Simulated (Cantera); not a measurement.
An isothermal, constant-pressure homogeneous reactor starts with NO : N2 = 1 : 0.59 (molar parts), at 1623 K and 22000 Pa. Integrator tolerance rtol = 1e-08.

Detailed kinetics in Cantera: GRI-Mech 3.0 (53 species, 325 reactions).

```
quantity                                            before                                    after
----------------  ----------------------------------------  ---------------------------------------
x(NO) at 20.0 s      0.511 (gas-phase equilibrium 0.00244)    0.201 (gas-phase equilibrium 0.00244)
x(N2O) at 20.0 s   8.99e-5 (gas-phase equilibrium 6.33e-8)  1.56e-5 (gas-phase equilibrium 1.91e-7)
x(N2) at 20.0 s        0.430 (gas-phase equilibrium 0.684)      0.585 (gas-phase equilibrium 0.684)
x(O) at 20.0 s     1.05e-5 (gas-phase equilibrium 2.28e-5)  6.28e-6 (gas-phase equilibrium 7.57e-6)
x(NO2) at 20.0 s  0.000482 (gas-phase equilibrium 5.28e-6)  0.00109 (gas-phase equilibrium 1.59e-5)
```

Task: Which change was made?
(A) temperature 1623 to 1998 K
(B) temperature 1623 to 1973 K
(C) pressure from 22000 Pa to 200000 Pa
(D) pressure from 22000 Pa to 13300 Pa

Result: C, pressure from 22000 Pa to 200000 Pa
